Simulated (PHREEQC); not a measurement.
## Alkaline etch or developer: speciation

Consider water at 25 °C with 0.00073 mol/kgw NH3 and 5.2e-07 mol/kgw K2CO3. Closed to the air; pH follows from the charge balance.

Computed with PHREEQC (ion-association model, wateq4f.dat).

Precipitation was switched off in this run.

What pH, ionic strength does the model give?

pH 10.02; ionic strength 0.000107 mol/kgw.

In which forms is N present?

NH3 86 %, NH4+ 14 % of the N.
